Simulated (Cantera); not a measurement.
Input (Python, Cantera):

```python
import numpy as np
import cantera as ct

gas = ct.Solution("gri30.yaml")
gas.TPX = 1800, 2400000, {'C3H8': 1, 'O2': 10.9, 'N2': 67.4, 'H2': 2.9}
reactor = ct.IdealGasConstPressureReactor(gas, energy="on", clone=False)
net = ct.ReactorNet([reactor])
net.rtol, net.atol = 1e-08, 1e-16
show = ['C3H8', 'O2', 'HCO', 'O', 'CH2', 'C2H', 'CH2O']
times = np.geomspace(2e-06, 0.2, 14)

steps = ct.SolutionArray(gas, extra=["t"])
rows = []
print(f"{'t/s':>10s}{'T/K':>9s}{'P/Pa':>11s}" + "".join(f"{s:>11s}" for s in show))
for t in times:
    while net.time < t:
        t_next = net.step()
        steps.append(gas.state, t=t_next)
    rows.append([np.interp(t, steps.t, y) for y in (steps.T, steps.P, *steps(*show).X.T)])
    print(f"{t:10.3e}{rows[-1][0]:9.1f}{rows[-1][1]:11.4g}" + "".join(f"{x:11.3e}" for x in rows[-1][2:]))
rate = np.gradient(steps.T, steps.t)
print("integrator steps:", len(steps.t))
if steps.T.max() > steps.T[0] + 200:
    print(f"time of steepest temperature rise: {steps.t[rate.argmax()]:.4e} s")
gas.TPX = 1800, 2400000, {'C3H8': 1, 'O2': 10.9, 'N2': 67.4, 'H2': 2.9}
gas.equilibrate("HP")
print(f"equilibrium (HP): T = {gas.T:.1f} K  " + "  ".join(f"{s} {gas[s].X[0]:.3e}" for s in show))
```

It prints:

```
       t/s      T/K       P/Pa       C3H8         O2        HCO          O        CH2        C2H       CH2O
 2.000e-06   2436.2    2.4e+06  7.989e-32  5.908e-02  1.014e-07  5.360e-03  1.168e-11  5.054e-15  5.473e-10
 4.849e-06   2585.1    2.4e+06 -2.604e-35  5.473e-02  7.508e-09  2.002e-03  2.094e-13  1.790e-18  6.245e-11
 1.176e-05   2623.2    2.4e+06  1.190e-36  5.355e-02  1.699e-09  1.281e-03  1.666e-14  9.474e-20  1.775e-11
 2.850e-05   2625.3    2.4e+06 -2.213e-39  5.334e-02  1.457e-09  1.238e-03  4.425e-16  2.208e-21  1.545e-11
 6.910e-05   2624.2    2.4e+06  2.426e-43  5.306e-02  1.447e-09  1.228e-03  3.087e-17  2.916e-23  1.538e-11
 1.675e-04   2621.7    2.4e+06  1.087e-45  5.242e-02  1.426e-09  1.207e-03  2.986e-17  2.744e-23  1.522e-11
 4.062e-04   2616.6    2.4e+06  2.983e-48  5.114e-02  1.384e-09  1.165e-03  2.801e-17  2.494e-23  1.491e-11
 9.848e-04   2608.8    2.4e+06  9.391e-48  4.919e-02  1.323e-09  1.103e-03  2.531e-17  2.149e-23  1.445e-11
 2.388e-03   2602.3    2.4e+06  8.510e-48  4.756e-02  1.275e-09  1.053e-03  2.320e-17  1.896e-23  1.409e-11
 5.789e-03   2600.7    2.4e+06  8.308e-48  4.716e-02  1.263e-09  1.041e-03  2.271e-17  1.839e-23  1.400e-11
 1.403e-02   2600.7    2.4e+06  8.303e-48  4.715e-02  1.263e-09  1.041e-03  2.270e-17  1.838e-23  1.400e-11
 3.403e-02   2600.7    2.4e+06  8.303e-48  4.715e-02  1.263e-09  1.041e-03  2.270e-17  1.838e-23  1.400e-11
 8.249e-02   2600.7    2.4e+06  8.303e-48  4.715e-02  1.263e-09  1.041e-03  2.270e-17  1.838e-23  1.400e-11
 2.000e-01   2600.7    2.4e+06  8.303e-48  4.715e-02  1.263e-09  1.041e-03  2.270e-17  1.838e-23  1.400e-11
integrator steps: 1483
time of steepest temperature rise: 1.0986e-06 s
equilibrium (HP): T = 2600.7 K  C3H8 1.390e-47  O2 4.715e-02  HCO 1.263e-09  O 1.041e-03  CH2 3.332e-17  C2H 2.050e-23  CH2O 1.400e-11
```

Detailed kinetics in Cantera: GRI-Mech 3.0 (53 species, 325 reactions). GRI-Mech 3.0 was tuned for natural gas; its chemistry of propane as a main component is partial and can be far from experiment. The pressure lies above the range GRI-Mech 3.0 was tuned for (to about 10 atm).
